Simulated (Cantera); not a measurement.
Gas mixture: 53.0 % C2H2, 29.2 % C2H4, 17.8 % CO, at 7500 Torr, frozen composition.

Cantera's kinetic-theory transport with the Lennard-Jones parameters of GRI-Mech 3.0, ideal gas; thermal conductivity in the multicomponent form. The composition is frozen, though it would react at the higher temperatures.

D: mixture-averaged diffusion coefficient of that species in the mixture.

```json
[
 {"T (K)": "400", "ρ (kg/m³)": "8.11", "cp (J/kg/K)": "1751", "μ (µPa s)": "14.7", "λ (mW/m/K)": "34.4", "Pr": "0.747", "D (cm²/s) H2O": "0.0314", "D (cm²/s) H2": "0.107", "D (cm²/s) N2": "0.0291"},
 {"T (K)": "650", "ρ (kg/m³)": "4.99", "cp (J/kg/K)": "(withheld)", "μ (µPa s)": "(withheld)", "λ (mW/m/K)": "(withheld)", "Pr": "0.750", "D (cm²/s) H2O": "(withheld)", "D (cm²/s) H2": "(withheld)", "D (cm²/s) N2": "(withheld)"},
 {"T (K)": "900", "ρ (kg/m³)": "3.61", "cp (J/kg/K)": "2468", "μ (µPa s)": "27.6", "λ (mW/m/K)": "90.8", "Pr": "0.750", "D (cm²/s) H2O": "0.144", "D (cm²/s) H2": "0.421", "D (cm²/s) N2": "0.118"},
 {"T (K)": "1150", "ρ (kg/m³)": "2.82", "cp (J/kg/K)": "2696", "μ (µPa s)": "32.8", "λ (mW/m/K)": "118", "Pr": "0.750", "D (cm²/s) H2O": "0.223", "D (cm²/s) H2": "0.634", "D (cm²/s) N2": "0.178"},
 {"T (K)": "1400", "ρ (kg/m³)": "2.32", "cp (J/kg/K)": "2862", "μ (µPa s)": "(withheld)", "λ (mW/m/K)": "(withheld)", "Pr": "0.749", "D (cm²/s) H2O": "(withheld)", "D (cm²/s) H2": "(withheld)", "D (cm²/s) N2": "(withheld)"},
 {"T (K)": "1650", "ρ (kg/m³)": "1.97", "cp (J/kg/K)": "2987", "μ (µPa s)": "41.8", "λ (mW/m/K)": "167", "Pr": "0.748", "D (cm²/s) H2O": "0.417", "D (cm²/s) H2": "1.15", "D (cm²/s) N2": "0.326"},
 {"T (K)": "1900", "ρ (kg/m³)": "1.71", "cp (J/kg/K)": "3081", "μ (µPa s)": "45.9", "λ (mW/m/K)": "189", "Pr": "0.747", "D (cm²/s) H2O": "0.530", "D (cm²/s) H2": "1.46", "D (cm²/s) N2": "0.412"},
 {"T (K)": "2150", "ρ (kg/m³)": "1.51", "cp (J/kg/K)": "3152", "μ (µPa s)": "49.8", "λ (mW/m/K)": "210", "Pr": "0.746", "D (cm²/s) H2O": "0.653", "D (cm²/s) H2": "1.79", "D (cm²/s) N2": "0.506"},
 {"T (K)": "2400", "ρ (kg/m³)": "1.35", "cp (J/kg/K)": "3207", "μ (µPa s)": "53.5", "λ (mW/m/K)": "230", "Pr": "0.746", "D (cm²/s) H2O": "0.787", "D (cm²/s) H2": "2.15", "D (cm²/s) N2": "0.607"}
]
```

Task: Fill in the missing entries.

Result: 
- 650, cp (J/kg/K): 2181
- 650, μ (µPa s): 21.7
- 650, λ (mW/m/K): 63.2
- 650, D (cm²/s) H2O: 0.0796
- 650, D (cm²/s) H2: 0.245
- 650, D (cm²/s) N2: 0.0679
- 1400, μ (µPa s): 37.5
- 1400, λ (mW/m/K): 143
- 1400, D (cm²/s) H2O: 0.314
- 1400, D (cm²/s) H2: 0.879
- 1400, D (cm²/s) N2: 0.248
